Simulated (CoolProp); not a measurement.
Values from CoolProp's reference Helmholtz-energy equation of state, Guder 2009.

Q: Give the vapour pressure (kPa), vapour density (kg/m³), liquid cp (kJ/(kg K)), liquid viscosity (µPa s) of saturated sulfur hexafluoride at 249.4, 252.2 K.

A: 
| T (K) | p (kPa) | vapour density (kg/m³) | liquid cp (kJ/(kg K)) | liquid viscosity (µPa s) |
|---|---|---|---|---|
| 249.4 | 610 | 49.9 | 0.924 | 275 |
| 252.2 | 669 | 54.7 | 0.935 | 263 |

Viscosity comes from a separate model (Quiñones-Cisneros 2012).
